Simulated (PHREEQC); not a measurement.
Dissolve 0.0044 mol MnSO4, 0.0033 mol HCl and 0.2 mol Na2SO4 per kg of water at 32 °C. Closed to the air; pH follows from the charge balance.

All values are PHREEQC results (ion-association model, phreeqc.dat), not measurements.

```json
[
 {"quantity": "pH", "before": "3.25", "after": "2.85"},
 {"quantity": "ionic strength (mol/kgw)", "before": "0.496", "after": "0.0671"},
 {"quantity": "Na+ (mol/kgw)", "before": "0.345", "after": "0.0384"},
 {"quantity": "NaSO4- (mol/kgw)", "before": "0.0548", "after": "0.00162"},
 {"quantity": "HSO4- (mol/kgw)", "before": "0.00256", "after": "0.00162"},
 {"quantity": "SI of Halite (NaCl)", "before": "-4.85", "after": "-5.67"}
]
```

Q: Name the change that produced these shifts.
A) 0.01 mol/kgw HBr added
B) temperature from 32 to 80 °C
C) Na2SO4 from 0.2 to 0.02 mol/kgw
D) diluted 5-fold with water
E) MnSO4 from 0.0044 to 0.0066 mol/kgw

A: C, Na2SO4 from 0.2 to 0.02 mol/kgw

This is a speciation only: nothing precipitates in the calculation.
